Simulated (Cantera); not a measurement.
Hydrocarbon pyrolysis for carbon deposition

An isothermal, constant-pressure homogeneous reactor starts with C₂H₆ : N₂ = 1 : 56 (molar parts), at 1000 K and 100.0 Torr.

Cantera simulation using GRI-Mech 3.0 (53 species, 325 reactions); the numbers are that mechanism's predictions, not measurements. GRI-Mech 3.0 stops at C3 and has no aromatics, soot or wall deposition, so with more carbon than oxygen in the feed, carbon stays in small species such as C2H2 where larger ones or solid carbon would form.

| t (s) | x C₂H₆ | x HCN | x CH₂ | x C₂H₂ | x H₂ |
|---|---|---|---|---|---|
| 4.00e-5 | 0.0175 | <1e-12 | <1e-12 | <1e-12 | <1e-12 |
| 0.000145 | 0.0175 | <1e-12 | <1e-12 | <1e-12 | 2.06e-12 |
| 0.000523 | 0.0175 | <1e-12 | <1e-12 | <1e-12 | 1.13e-10 |
| 0.00189 | 0.0175 | <1e-12 | <1e-12 | <1e-12 | 5.56e-9 |
| 0.00684 | 0.0175 | <1e-12 | <1e-12 | <1e-12 | 2.27e-7 |
| 0.0247 | 0.0175 | <1e-12 | <1e-12 | 1.07e-10 | 6.43e-6 |
| 0.0894 | 0.0174 | <1e-12 | <1e-12 | 2.42e-8 | 9.57e-5 |
| 0.323 | 0.0169 | <1e-12 | <1e-12 | 1.19e-6 | 0.000660 |
| 1.17 | 0.0147 | <1e-12 | <1e-12 | 2.01e-5 | 0.00273 |
| 4.23 | 0.00844 | <1e-12 | <1e-12 | 0.000222 | 0.00882 |
| 15.3 | 0.00126 | <1e-12 | <1e-12 | 0.00126 | 0.0165 |
| 55.3 | 0.000137 | <1e-12 | <1e-12 | 0.00276 | 0.0189 |
| 200 | 8.76e-5 | <1e-12 | <1e-12 | 0.00469 | 0.0207 |
x: mole fraction; the columns are a selection and need not sum to one.

Equilibrium at this temperature and pressure: C₂H₆ 4.66e-6, HCN 0.0116, CH₂ <1e-12, C₂H₂ 0.00215, H₂ 0.00942 (gas phase only).
